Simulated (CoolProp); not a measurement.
Vapour-liquid equilibrium of R125 (1) + R115 (2) at 14.75 °C; x and y are mole fractions of (1).

The numbers come from the multi-fluid Helmholtz-energy mixture model, Lemmon 2005 and Lemmon 2016; pair parameters Bell 2016 in CoolProp.

```tsv
x	bubble pressure (MPa)	y at the bubble point	dew pressure at overall composition x (MPa)	liquid density (mol/L)
0.05	(withheld)	(withheld)	0.7072	8.684
0.2	0.8404	0.308	0.7822	(withheld)
0.35	0.9218	0.458	0.8635	9.007
0.5	0.9811	0.580	(withheld)	9.227
0.65	1.022	0.694	1.008	9.499
0.8	1.045	0.812	1.044	9.832
0.95	1.047	0.947	1.047	(withheld)
```

**Question.** Some entries are withheld; supply them.

**Answer.** 
- 0.05, bubble pressure (MPa): 0.7295
- 0.05, y at the bubble point: 0.096
- 0.2, liquid density (mol/L): 8.830
- 0.5, dew pressure at overall composition x (MPa): 0.9435
- 0.95, liquid density (mol/L): 10.24

y crosses x between x = 0.8 and 0.95: the model has an azeotrope there.

The pair parameters rest on a limited set of measurements; away from them the model extrapolates.
